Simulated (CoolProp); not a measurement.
Values from CoolProp's reference Helmholtz-energy equation of state, Thol 2022.

**Question.** For vinyl chloride, give the phase and the cp (kJ/(kg K)), cv (kJ/(kg K)), speed of sound (m/s) at 190.5 K and 7670 kPa; 251.4 K and 32.1 kPa; 311.1 K and 1160 kPa.

**Answer.** 
- 190.5 K and 7670 kPa: liquid; cp 1.51, cv 0.913, speed of sound 1430
- 251.4 K and 32.1 kPa: gas; cp 0.778, cv 0.638, speed of sound 200
- 311.1 K and 1160 kPa: liquid; cp 1.56, cv 0.933, speed of sound 807
